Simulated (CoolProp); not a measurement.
Hydrogen chloride along the isotherm 357.4 K: Z from the reference equation and from simpler models built on Tc = 324.7 K, pc = 8314 kPa, ω = 0.130; each cubic takes its own stable root.

The numbers come from the reference Helmholtz-energy equation of state, Thol 2018 in CoolProp.

```csv
p (kPa),phase,reference
260,gas,0.9913
520,gas,0.9825
779,gas,0.9737
1040,gas,0.9647
1300,gas,0.9558
1560,gas,0.9467
1820,gas,0.9377
2080,gas,0.9285
2340,gas,0.9193
2600,gas,0.9100
2860,gas,0.9006
3120,gas,0.8912
3380,gas,0.8817
3640,gas,0.8721
3900,gas,0.8624
4160,gas,0.8527
```

Task: How far does each simpler model (Pitzer virial, van der Waals, Redlich-Kwong, Soave-Redlich-Kwong, Peng-Robinson) lie from the reference over these 16 states: mean and median of the absolute difference, and the worst?

Result: 
- Pitzer virial: mean 1.1 %, median 1.0 %, worst +2.6 % at 357.4 K and 4160 kPa
- van der Waals: mean 1.1 %, median 1.1 %, worst +2.0 % at 357.4 K and 4160 kPa
- Redlich-Kwong: mean 0.5 %, median 0.5 %, worst +1.0 % at 357.4 K and 4160 kPa
- Soave-Redlich-Kwong: mean 0.8 %, median 0.8 %, worst +1.5 % at 357.4 K and 4160 kPa
- Peng-Robinson: mean 0.2 %, median 0.2 %, worst -0.4 % at 357.4 K and 4160 kPa
